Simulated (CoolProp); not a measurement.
C3F8 (R218) at several states: fugacity coefficient from the reference equation and from simpler models built on Tc = 345.0 K, pc = 2.640 MPa, ω = 0.317; each cubic takes its own stable root.

Model: reference Helmholtz-energy equation of state, Lemmon 2006, in CoolProp. It is a short technical equation, of lower accuracy than the large ones.

```csv
T (K),p (MPa),phase,reference,van der Waals,Redlich-Kwong,Peng-Robinson
167.3,1.57,liquid,0.0006318,0.04366,0.002772,0.0006871
206.1,0.793,liquid,0.02632,0.2742,0.06664,0.02680
153.3,0.091,liquid,0.001973,0.3413,0.01093,0.002272
308.3,0.0575,gas,0.9895,0.9915,0.9898,0.9883
```
